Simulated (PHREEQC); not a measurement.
Consider water at 67 °C with 72 mmol/kgw KHCO3 and 99 mmol/kgw Na2SO4. Closed to the air; pH follows from the charge balance.

Equilibrium calculation in PHREEQC: ion-association model, wateq4f.dat.

Question: The ionic strength comes out as 0.306 mol/kgw. What activity coefficients do KSO4-, OH-, CO3-2, Na+, NaCO3- get?

Answer: KSO4- 0.70, OH- 0.65, CO3-2 0.24, Na+ 0.70, NaCO3- 0.70.

No solid was allowed to form. At this temperature some constants are extrapolated from 25 °C, and those without enthalpy data are left unchanged.
